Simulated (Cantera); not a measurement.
Input: 1 mol BN, 88 mol HCl, 3.4 mol N₂, equilibrated at 1823.15 K and 10.0 mbar.

Method: chemical equilibrium by Gibbs-energy minimisation in Cantera with the NASA 1993 tables (ideal gas, pure condensed phases). Candidate condensed phases: B, BN, NH₄Cl; 21 gas species. The tables' values for BCl₂, BCl are old estimates; treat these amounts as uncertain. Gases not in the tables: BHCl₂. Rates play no part.

Base state: HCl 0.902, N₂ 0.0422, H₂ 0.0248, Cl 0.0190, BCl₃ 0.00989, H 0.000683, BCl₂ 0.000655, BCl 0.000284 (mole fractions); condensed: gas only.

Q: What changes in the equilibrium state with this change: temperature from 1823.15 K to 1025 K?

A: 
```json
[
 {"species": "HCl", "before": "0.902", "after": "0.941"},
 {"species": "N₂", "before": "0.0422", "after": "0.0408"},
 {"species": "H₂", "before": "0.0248", "after": "0.0108"},
 {"species": "Cl", "before": "0.0190", "after": "3.64e-7"},
 {"species": "BCl₃", "before": "0.00989", "after": "0.00719"},
 {"species": "BCl", "before": "0.000284", "after": "<1e-9"},
 {"species": "BCl₂", "before": "0.000655", "after": "2.84e-9"},
 {"species": "H", "before": "0.000683", "after": "4.53e-9"},
 {"species": "Cl₂", "before": "2.91e-5", "after": "4.23e-9"},
 {"species": "BN(s), mol", "before": "0", "after": "0.342"}
]
```
